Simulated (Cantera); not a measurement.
Input: 1 mol BN, 26 mol Cl₂, 1.4 mol H₂, 3.7 mol HF, at 750 Torr.

These are equilibrium values from Cantera (NASA tables, ideal gas, pure condensed phases), not measurements of a reactor. Candidate condensed phases: B, BN, NH₄Cl; 40 gas species. The numbers say what is thermodynamically allowed, not how fast it happens. All values below are at 1052 °C.

Base state: Cl₂ 0.731, HCl 0.185, BF₃ 0.0319, HF 0.0224, N₂ 0.0160, Cl 0.0132 (mole fractions); condensed: gas only.

Question: What changes in the equilibrium state with this change: pressure from 750 Torr to 0.218 Torr?

Answer: 
```json
[
 {"species": "Cl", "before": "0.0132", "after": "0.501"},
 {"species": "Cl₂", "before": "0.731", "after": "0.306"},
 {"species": "HCl", "before": "0.185", "after": "0.140"},
 {"species": "BF₃", "before": "0.0319", "after": "0.0241"},
 {"species": "N₂", "before": "0.0160", "after": "0.0120"},
 {"species": "HF", "before": "0.0224", "after": "0.0169"}
]
```

Question: What changes in the equilibrium state with this change: pressure from 750 Torr to 4.28 Torr?

Answer: 
| species | before | after |
|---|---|---|
| Cl₂ | 0.731 | 0.604 |
| HCl | 0.185 | 0.172 |
| Cl | 0.0132 | 0.159 |
| BF₃ | 0.0319 | 0.0296 |
| N₂ | 0.0160 | 0.0148 |
| HF | 0.0224 | 0.0207 |
